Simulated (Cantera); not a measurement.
Input (Python, Cantera) and output of one run.

```python
import numpy as np
import cantera as ct

gas_names = """
    H HI HO2 H2 H2O H2O2 I I2 Mg MgH MgI MgI2 MgO MgOH MgO2H2 Mg2 O OH O2 O3
""".split()
cond_names = """
    H2O(s) H2O(L) I2(cr) I2(L) Mg(cr) Mg(L) MgI2(s) MgI2(L) MgO(s) MgO(L) MgO2H2(s)
""".split()


# ... load() reads the species with a 1 bar reference pressure and builds the phases ...
atoms = {
    'MgO': {'Mg': 1, 'O': 1},
    'HI': {'H': 1, 'I': 1},
    'H2': {'H': 2},
}
top_T = {}  # K; cautious upper limits of use, not melting points


# ... equilibrate(T, P, feed) seeds the gas with the atoms and calls Mixture.equilibrate('TP', solver="vcs", rtol=1e-11, max_steps=5000) ...
results = []
feed = {'MgO': 1, 'HI': 0.29, 'H2': 0.16}  # mol
P = 660000  # Pa
for T in [800, 875, 950, 1025, 1100, 1175, 1250, 1325, 1400, 1475, 1550, 1625]:
    mix = equilibrate(T, P, feed)
    results.append((T, P, feed, dict(zip(mix.species_names, mix.species_moles))))

top = {s: max(r[3][s] / sum(r[3][g] for g in gas_names) for r in results) for s in gas_names}
cols = sorted((s for s in top if top[s] > 1e-05), key=lambda s: -top[s])[:8]
seen = [c for c in cond_names if any(r[3].get(c, 0) > 1e-12 for r in results)]
print("log10 of partial pressures in bar; condensed amounts in mol")
print(f"{'T/K':>10s}" + "".join(f"{s[:9]:>10s}" for s in cols + seen))
for T, P, feed, n in results:
    ng = sum(n[g] for g in gas_names)
    print(f"{T:10.4g}" + "".join(f"{np.log10(max(n[s] / ng * P / 1e5, 1e-99)):10.3f}" for s in cols)
          + "".join(f"{n.get(c, 0):10.4g}" for c in seen))
```

Output:

```
log10 of partial pressures in bar; condensed amounts in mol
       T/K        HI        H2         I       H2O      MgI2        I2       MgI         H   MgI2(s)   MgI2(L)    MgO(s)
       800     0.585     0.401    -2.690    -1.028    -4.030    -0.865   -14.382   -11.338  0.006303         0    0.9937
       875     0.586     0.403    -2.225    -1.329    -2.935    -0.792   -12.131   -10.098    0.0031         0    0.9968
       950     0.582     0.405    -1.837    -1.510    -2.099    -0.739   -10.318    -9.052         0   0.00156    0.9979
      1025     0.575     0.407    -1.509    -1.532    -1.532    -0.703    -8.914    -8.157         0         0     0.998
      1100     0.563     0.411    -1.231    -1.302    -1.302    -0.681    -7.959    -7.382         0         0    0.9966
      1175     0.549     0.414    -0.992    -1.109    -1.109    -0.672    -7.129    -6.705         0         0    0.9947
      1250     0.530     0.417    -0.788    -0.946    -0.946    -0.675    -6.401    -6.107         0         0    0.9922
      1325     0.507     0.420    -0.613    -0.809    -0.809    -0.692    -5.757    -5.577         0         0    0.9892
      1400     0.479     0.423    -0.464    -0.695    -0.695    -0.721    -5.184    -5.102         0         0    0.9859
      1475     0.447     0.426    -0.337    -0.602    -0.602    -0.762    -4.671    -4.674         0         0    0.9823
      1550     0.410     0.430    -0.230    -0.525    -0.525    -0.815    -4.208    -4.287         0         0    0.9787
      1625     0.370     0.433    -0.140    -0.464    -0.464    -0.877    -3.790    -3.935         0         0    0.9752
```

Method: chemical equilibrium by Gibbs-energy minimisation in Cantera with the NASA 1993 tables (ideal gas, pure condensed phases).
